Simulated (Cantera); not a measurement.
Charge: 1 mol SiC, 0.021 mol Si, 0.075 mol H₂, 0.02 mol C, at 2723.15 K.

Points: P (Pa) = 1, 4.6, 22, 100, 460, 2200, 10000, 46000, 220000, 1e+06.

Cantera's Mixture.equilibrate('TP', solver="vcs", rtol=1e-11, max_steps=5000) on the NASA tables stopped like this:

```
ERROR: FAILURE its = 5001!

*******************************************************************************
CanteraError thrown by MultiPhase::equilibrate:
VCS solver failed. Return code: -1
*******************************************************************************
```

What got this run through?

This is not unique; one that fits is The failure is numerical, not chemical. The same input converged with solver="gibbs", rtol=1e-10, max_steps=50000, and the result passed a check of the equilibrium conditions:
```
log10 of partial pressures in bar; condensed amounts in mol
      P/Pa        H2        Si      SiC2         H         C        C3      Si2C     C(gr)     Si(L)    SiC(b)
         1    -9.640    -5.236    -6.244    -6.028    -5.895    -5.937    -9.356         0         0         0
       4.6    -8.212    -4.583    -5.156    -5.314    -5.677    -5.285    -7.833         0         0         0
        22    -6.762    -3.917    -4.249    -4.589    -5.557    -4.923    -6.381    0.1342         0         0
       100    -5.429    -3.237    -3.569    -3.922    -5.557    -4.923    -5.021    0.3254         0         0
       460    -4.206    -2.584    -2.916    -3.311    -5.557    -4.923    -3.715    0.3762         0         0
      2200    -2.458    -2.071    -2.403    -2.437    -5.557    -4.923    -2.688   0.09112         0    0.7885
     1e+04    -1.174    -2.071    -2.403    -1.795    -5.557    -4.923    -2.688  0.002581         0     1.004
   4.6e+04    -0.403    -1.905    -2.568    -1.409    -5.722    -5.421    -2.523         0         0     1.017
   2.2e+05     0.314    -1.659    -2.814    -1.051    -5.968    -6.159    -2.277         0 0.0002299     1.019
     1e+06     0.987    -1.659    -2.814    -0.714    -5.968    -6.159    -2.277         0  0.001145     1.019
```

The gas is ideal and each condensed phase is pure. Mutual solubility and eutectic melting of coexisting phases are not modelled. Gases not in the tables: Si2H6 and higher silanes.
